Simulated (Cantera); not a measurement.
Feed: 1 mol Cr2O3, 1.8 mol H2, at 100000 Pa.

Equilibrium computed with Cantera from the NASA thermochemical tables; the gas is ideal and each condensed phase is pure. Candidate condensed phases: Cr, Cr2O3, H2O; 13 gas species. Mutual solubility and eutectic melting of coexisting phases are not modelled. Rates play no part.

log p: log10 of the partial pressure in bar; n: condensed amount in mol.

```csv
T (K),log p H2,log p H2O,log p H,log p Cr,log p CrO,n Cr2O3(s),n Cr(s)
1123,0.00,-4.36,-7.37,-10.79,<-12,1.000,0
1198,0.00,-4.00,-6.72,-9.65,<-12,1.000,0
1273,0.00,…,…,…,<-12,1.000,…
1348,0.00,-3.39,-5.64,-7.77,-11.82,1.000,0.000485
1423,0.00,-3.14,-5.18,-6.98,-10.69,1.000,0.000869
1498,0.00,-2.91,-4.77,-6.27,-9.69,0.999,0.00147
1573,0.00,-2.71,-4.39,-5.63,-8.78,0.999,0.00235
1648,0.00,…,…,…,…,0.998,…
1723,0.00,-2.35,-3.74,-4.52,-7.20,0.997,0.00529
1798,0.00,-2.20,-3.45,-4.04,-6.52,0.996,0.00749
```

Problem. Some entries are withheld; supply them.

Solution. 
- 1273, log p H2O: -3.68
- 1273, log p H: -6.15
- 1273, log p Cr: -8.65
- 1273, n Cr(s): 0.000252
- 1648, log p H2O: -2.52
- 1648, log p H: -4.05
- 1648, log p Cr: -5.05
- 1648, log p CrO: -7.95
- 1648, n Cr(s): 0.00360
